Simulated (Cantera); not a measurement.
# Adiabatic ignition

An adiabatic, constant-pressure homogeneous reactor starts with C3H8 : O2 : N2 = 1 : 5.15 : 19.4 (molar parts), equivalence ratio 0.97, at 1750 K and 0.350 bar.

Cantera simulation using GRI-Mech 3.0 (53 species, 325 reactions); the numbers are that mechanism's predictions, not measurements. GRI-Mech 3.0 was tuned for natural gas; its chemistry of propane as a main component is partial and can be far from experiment.

| t (s) | T (K) | x C3H8 | x O2 | x H2O | x HCN | x C2H4 | x NO |
|---|---|---|---|---|---|---|---|
| 7.00e-6 | 1709 | 0.0308 | 0.198 | 0.00148 | 8.71e-10 | 0.00641 | 3.22e-10 |
| 1.97e-5 | 1735 | 0.0122 | 0.179 | 0.0126 | 3.80e-8 | 0.0215 | 9.93e-9 |
| 5.57e-5 | 2488 | <1e-12 | 0.0416 | 0.0939 | 1.22e-7 | <1e-12 | 5.32e-5 |
| 0.000157 | 2533 | <1e-12 | 0.0368 | 0.0911 | 2.65e-11 | <1e-12 | 0.000221 |
| 0.000443 | 2613 | <1e-12 | 0.0355 | 0.0953 | 6.14e-11 | <1e-12 | 0.000813 |
| 0.00125 | 2718 | <1e-12 | 0.0329 | 0.101 | 2.44e-10 | <1e-12 | 0.00299 |
| 0.00352 | 2748 | <1e-12 | 0.0304 | 0.103 | 6.02e-10 | <1e-12 | 0.00808 |
| 0.00994 | 2745 | <1e-12 | 0.0291 | 0.104 | 8.01e-10 | <1e-12 | 0.0116 |
| 0.0280 | 2745 | <1e-12 | 0.0290 | 0.104 | 8.14e-10 | <1e-12 | 0.0118 |
| 0.0790 | 2745 | <1e-12 | 0.0290 | 0.104 | 8.14e-10 | <1e-12 | 0.0118 |
| 0.223 | 2745 | <1e-12 | 0.0290 | 0.104 | 8.14e-10 | <1e-12 | 0.0118 |
| 0.629 | 2745 | <1e-12 | 0.0290 | 0.104 | 8.14e-10 | <1e-12 | 0.0118 |
| 1.77 | 2745 | <1e-12 | 0.0290 | 0.104 | 8.14e-10 | <1e-12 | 0.0118 |
| 5.00 | 2745 | <1e-12 | 0.0290 | 0.104 | 8.14e-10 | <1e-12 | 0.0118 |
x: mole fraction; the columns are a selection and need not sum to one.

The time of steepest temperature rise is 38.5 µs and the temperature at 5.00 s is 2745 K. The equilibrium temperature is 2745 K. The x(C3H8) at 5.00 s is <1e-12 (gas-phase equilibrium <1e-12) and the x(O2) at 5.00 s comes out as 0.0290 (gas-phase equilibrium 0.0290). The x(H2O) at 5.00 s is 0.104 (gas-phase equilibrium 0.104).
